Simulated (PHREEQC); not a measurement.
Make-up at 40 °C: 0.0015 mol/kgw H2SO4, 0.00025 mol/kgw NaCl and 0.00033 mol/kgw CuCl2. Closed to the air; pH follows from the charge balance.

Equilibrium calculation in PHREEQC: ion-association model, phreeqc.dat.

Problem. The ionic strength comes out as 0.00494 mol/kgw. What activity coefficients do Cl-, SO4-2, Cu+2, NaSO4-, Na+ get?

Solution. Cl- 0.92, SO4-2 0.74, Cu+2 0.74, NaSO4- 0.93, Na+ 0.93.

Precipitation was switched off in this run. Away from 25 °C the constants follow the database's enthalpies or fits; those with neither stay at their 25 °C values.
